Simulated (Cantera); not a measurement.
What does this Cantera script print?

```python
import numpy as np
import cantera as ct

gas_names = """
    Fe FeO O O2 O3 S SO SO2 SO3 S2 S2O S8
""".split()
cond_names = """
    Fe(a) Fe(c) Fe(d) Fe(L) FeO(s) FeO(L) FeS(a) FeS(b) FeS(c) FeS(L) FeSO4(s) FeS2(s) Fe2O3(s)
    Fe2S3O12(s) Fe3O4(s) S(cr1) S(cr2) S(L)
""".split()


# ... load() reads the species with a 1 bar reference pressure and builds the phases ...
atoms = {
    'FeS': {'Fe': 1, 'S': 1},
    'SO3': {'S': 1, 'O': 3},
    'O2': {'O': 2},
}
top_T = {'FeSO4(s)': 950, 'FeS2(s)': 1010, 'Fe2O3(s)': 1830, 'Fe2S3O12(s)': 1100, 'Fe3O4(s)': 1870}  # K; cautious upper limits of use, not melting points


# ... equilibrate(T, P, feed) seeds the gas with the atoms and calls Mixture.equilibrate('TP', solver="vcs", rtol=1e-11, max_steps=5000) ...
results = []
feed = {'FeS': 1, 'SO3': 0.14, 'O2': 0.15}  # mol
T = 875  # K
P = 1000  # Pa
mix = equilibrate(T, P, feed)
results.append((T, P, feed, dict(zip(mix.species_names, mix.species_moles))))
print(gas.report(threshold=1e-06))
for i in range(1, mix.n_phases):
    print(f"{mix.phase(i).name:16s} {mix.phase_moles(i):12.5e} mol")
```

It prints:

```
       temperature   875 K
          pressure   1000 Pa
           density   0.0088084 kg/m^3
  mean mol. weight   64.083 kg/kmol
   phase of matter   gas

                          1 kg             1 kmol
                     ---------------   ---------------
          enthalpy       -3.9945e+06       -2.5598e+08  J
   internal energy        -4.108e+06       -2.6325e+08  J
           entropy            5260.6        3.3711e+05  J/K
    Gibbs function       -8.5975e+06       -5.5095e+08  J
 heat capacity c_p             823.9             52797  J/K
 heat capacity c_v            694.15             44483  J/K

                      mass frac. Y      mole frac. X     chem. pot. / RT
                     ---------------   ---------------   ---------------
                SO        7.9621e-06        1.0617e-05           -43.676
               SO2           0.96752           0.96789           -77.542
                S2          0.030696          0.030678           -19.622
               S2O         0.0017762         0.0014207           -53.487
     [   +8 minor]        1.1495e-08        9.3772e-09

Fe(a)             0.00000e+00 mol
FeO(s)            0.00000e+00 mol
FeS(c)            8.57576e-01 mol
FeSO4(s)          0.00000e+00 mol
FeS2(s)           0.00000e+00 mol
Fe2O3(s)          0.00000e+00 mol
Fe2S3O12(s)       0.00000e+00 mol
Fe3O4(s)          4.74748e-02 mol
S(L)              0.00000e+00 mol
```

Cantera equilibrium calculation (NASA polynomials, part measured and part estimated; ideal gas, pure solids and liquids). FeS: taken at fixed stoichiometry. Gases not in the tables: S3 to S7.
